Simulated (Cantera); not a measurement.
**Adiabatic ignition**

An adiabatic, constant-volume homogeneous reactor starts with 3.02 % C3H8, 20.4 % O2, 76.6 % N2, equivalence ratio 0.74, at 1575 K and 5.00 bar.

Detailed kinetics in Cantera: GRI-Mech 3.0 (53 species, 325 reactions). GRI-Mech 3.0 was tuned for natural gas; its chemistry of propane as a main component is partial and can be far from experiment.

```
t (s)     T (K)  P (bar)  x C3H8    x O2   x C2H6    x CH3    x CH2O    x N2O
--------  -----  -------  ------  ------  -------  -------  --------  -------
8.00e-6    1588     5.11  0.0183   0.195  0.00164  0.00173   0.00269  7.01e-9
2.33e-5    2978     10.0  <1e-12  0.0569   <1e-12   <1e-12  5.94e-10  3.12e-6
6.76e-5    2981     10.0  <1e-12  0.0535   <1e-12   <1e-12  5.77e-10  3.25e-6
0.000196   2967     9.97  <1e-12  0.0494   <1e-12   <1e-12  5.71e-10  3.42e-6
0.000571   2962     9.95  <1e-12  0.0479   <1e-12   <1e-12  5.69e-10  3.52e-6
0.00166    2962     9.95  <1e-12  0.0479   <1e-12   <1e-12  5.69e-10  3.52e-6
0.00482    2962     9.95  <1e-12  0.0479   <1e-12   <1e-12  5.69e-10  3.52e-6
0.0140     2962     9.95  <1e-12  0.0479   <1e-12   <1e-12  5.69e-10  3.52e-6
0.0407     2962     9.95  <1e-12  0.0479   <1e-12   <1e-12  5.69e-10  3.52e-6
0.118      2962     9.95  <1e-12  0.0479   <1e-12   <1e-12  5.69e-10  3.52e-6
0.344      2962     9.95  <1e-12  0.0479   <1e-12   <1e-12  5.69e-10  3.52e-6
1.00       2962     9.95  <1e-12  0.0479   <1e-12   <1e-12  5.69e-10  3.52e-6
```
x: mole fraction; the columns are a selection and need not sum to one.

| Quantity | Result |
|---|---|
| time of steepest temperature rise | 13.4 µs |
| temperature at 1.00 s | 2962 K |
| equilibrium temperature | 2962 K |
| x(C3H8) at 1.00 s | <1e-12 (gas-phase equilibrium <1e-12) |
| x(O2) at 1.00 s | 0.0479 (gas-phase equilibrium 0.0479) |
| x(C2H6) at 1.00 s | <1e-12 (gas-phase equilibrium <1e-12) |
